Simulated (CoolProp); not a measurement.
Values from CoolProp's reference Helmholtz-energy equation of state, Thol 2019.

### Question
Give the vapour pressure (MPa), liquid density (kg/m³), enthalpy of vaporisation (kJ/kg), liquid cp (kJ/(kg K)) of saturated tetradecamethylhexasiloxane (MD4M) at 346.5 K.

### Answer
```json
[
 {"T (K)": "346.5", "p (MPa)": "5.33e-5", "liquid density (kg/m³)": "840", "enthalpy of vaporisation (kJ/kg)": "158", "liquid cp (kJ/(kg K))": "1.82"}
]
```
